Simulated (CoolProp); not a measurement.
Properties of c-C4F8 (RC318) along the isotherm 423.9 K (Tc = 388.4 K, pc = 2.778 MPa, ω = 0.355).

Values from CoolProp's reference Helmholtz-energy equation of state, Platzer 1990. This equation is an older, rougher fit; its heat capacities, sound speeds and derivatives of the liquid may be far off and weren't checked against measurements.

```csv
p (MPa),phase,viscosity (µPa s),Prandtl number
0.694,gas,16.7,0.765
1.39,gas,17.4,0.795
2.08,gas,18.8,0.849
2.78,supercritical,21.1,0.951
3.47,supercritical,25.0,1.16
4.17,supercritical,32.7,1.63
4.86,supercritical,45.2,2.21
5.56,supercritical,58.3,2.51
6.25,supercritical,68.9,2.66
6.94,supercritical,77.6,2.75
```

Viscosity comes from a separate model (Huber 2003), an estimate that may be off by 10 % or more. Thermal conductivity comes from a separate model (Huber 2003), an estimate that may be off by 10 % or more.
